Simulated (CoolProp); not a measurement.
A closed Brayton cycle with carbon dioxide: compressor inlet 322.15 K and 8.7 MPa, high pressure 24.7 MPa, turbine inlet 675 K, compressor efficiency 0.85, turbine efficiency 0.93, recuperator effectiveness 0.9 (on enthalpy, no pinch check). Each further row changes one setting.

Values from CoolProp's reference Helmholtz-energy equation of state, Span 1996.

```csv
case,thermal efficiency (%),net work (kJ/kg),compressor to turbine work,compressor exit (K),turbine exit (K)
as stated,28.4,61.1,0.45,403.0,560.3
turbine inlet 625 K,___,___,___,403.0,514.7
compressor inlet 332.15 K,___,53.1,0.52,422.3,560.3
high pressure 21 MPa,28.0,___,___,390.1,___
recuperator effectiveness 0.5,21.2,61.1,0.45,403.0,560.3
```

Task: Fill in the missing entries.

Result: 
- turbine inlet 625 K, thermal efficiency (%): 25.3
- turbine inlet 625 K, net work (kJ/kg): 50.4
- turbine inlet 625 K, compressor to turbine work: 0.50
- compressor inlet 332.15 K, thermal efficiency (%): 26.4
- high pressure 21 MPa, net work (kJ/kg): 55.0
- high pressure 21 MPa, compressor to turbine work: 0.42
- high pressure 21 MPa, turbine exit (K): 577.8
